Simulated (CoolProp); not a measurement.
Vapour-liquid equilibrium of methanol (1) + ethanol (2) at 403.5 K; x and y are mole fractions of (1).

Computed with CoolProp (multi-fluid Helmholtz-energy mixture model, de Reuck 1993 and Schroeder 2014; pair parameters Bell 2016).

Question: Give the bubble pressure and the first vapour's composition at x = 0.05, 0.35, 0.95. Is there an azeotrope?

Answer: x = 0.05: 592.8 kPa, y = 0.069; x = 0.35: 669.0 kPa, y = 0.424; x = 0.95: 833.9 kPa, y = 0.965. No azeotrope shows between x = 0.05 and 0.95.

Pair parameters are fitted to limited data, so mixtures are less certain than the pure fluids.
